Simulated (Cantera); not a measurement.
A Cantera script and what it prints.

```python
import numpy as np
import cantera as ct

gas_names = """
    Ca CaCL CaCL2 Ca2 CL CL2 H HCL H2 N NH NH2 NH3 N2 N2H2 N2H4
""".split()
cond_names = """
    Ca(a) Ca(b) Ca(L) CaCL2(s) CaCL2(L) NH4CL(a) NH4CL(b)
""".split()


# ... load() reads the species with a 1 bar reference pressure and builds the phases ...
atoms = {
    'CaCl2': {'Ca': 1, 'CL': 2},
    'HCl': {'H': 1, 'CL': 1},
    'N2': {'N': 2},
}
top_T = {}  # K; cautious upper limits of use, not melting points


# ... equilibrate(T, P, feed) seeds the gas with the atoms and calls Mixture.equilibrate('TP', solver="vcs", rtol=1e-11, max_steps=5000) ...
results = []
feed = {'CaCl2': 1, 'HCl': 0.37, 'N2': 0.5}  # mol
T = 775  # K
P = 13332.2  # Pa
mix = equilibrate(T, P, feed)
results.append((T, P, feed, dict(zip(mix.species_names, mix.species_moles))))
print(gas.report(threshold=1e-06))
for i in range(1, mix.n_phases):
    print(f"{mix.phase(i).name:16s} {mix.phase_moles(i):12.5e} mol")
```

It prints:

```
       temperature   775 K
          pressure   13332 Pa
           density   0.065392 kg/m^3
  mean mol. weight   31.605 kg/kmol
   phase of matter   gas

                          1 kg             1 kmol
                     ---------------   ---------------
          enthalpy       -7.9342e+05       -2.5076e+07  J
   internal energy       -9.9731e+05        -3.152e+07  J
           entropy            7603.7        2.4032e+05  J/K
    Gibbs function       -6.6863e+06       -2.1132e+08  J
 heat capacity c_p             976.7             30869  J/K
 heat capacity c_v            713.63             22554  J/K

                      mass frac. Y      mole frac. X     chem. pot. / RT
                     ---------------   ---------------   ---------------
               HCL           0.49059           0.42529           -40.871
                N2           0.50941           0.57471           -26.818
     [  +14 minor]        2.0215e-07        1.7729e-07

Ca(b)             0.00000e+00 mol
CaCL2(s)          1.00000e+00 mol
NH4CL(b)          0.00000e+00 mol
```

These are equilibrium values from Cantera (NASA tables, ideal gas, pure condensed phases), not measurements of a reactor.
